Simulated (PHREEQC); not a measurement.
Model water analysis in mg/kgw, 48 °C, pH 3.22, pe 12.2:

```csv
constituent,mg/kgw
Na,325
K,9.01
Ca,444
Mg,7.6
Cl,294
S(6) as SO4,3040
Zn,2.07
Fe(3),27.9
Li,7.87
O(0) (dissolved oxygen),0.16
```

Valence states are taken as typed.

All values are PHREEQC results (ion-association model, phreeqc.dat), not measurements.

Precipitation was switched off in this run.

Q: Order these Fe species by the share of Fe that they hold, largest first: Fe(OH)2+, Fe(SO4)2-, FeSO4+, FeOH+2, Fe+3.

A: FeSO4+ (50 %), FeOH+2 (22 %), Fe(OH)2+ (14 %), Fe(SO4)2- (11 %), Fe+3 (1.2 %)

The pH is 3.22 and the ionic strength 0.0740 mol/kgw. Saturation is exceeded, for instance for Jarosite-K, Hematite (slow to form); the values hold only as long as no solid forms. Species that the database lacks are ignored. Away from 25 °C the constants follow the database's enthalpies or fits; those with neither stay at their 25 °C values.
